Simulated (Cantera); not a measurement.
A closed system holds: 1 mol SiH4, 0.027 mol Cl2, 14 mol H2, held at 1000 K and 1 atm.

These are equilibrium values from Cantera (NASA tables, ideal gas, pure condensed phases), not measurements of a reactor. Candidate condensed phases: Si; 19 gas species. The numbers say what is thermodynamically allowed, not how fast it happens.

What is the equilibrium state?


```
Property       Result
----------  ---------
x(H2)           0.998
x(HCl)        0.00201
x(SiHCl3)    0.000271
x(SiH2Cl2)   0.000102
x(SiCl4)      7.73e-5
x(SiH3Cl)     9.85e-6
x(SiCl2)      6.87e-6
x(SiCl3)      4.68e-6
n(Si(s))    0.992 mol
gas amount  16.02 mol
```
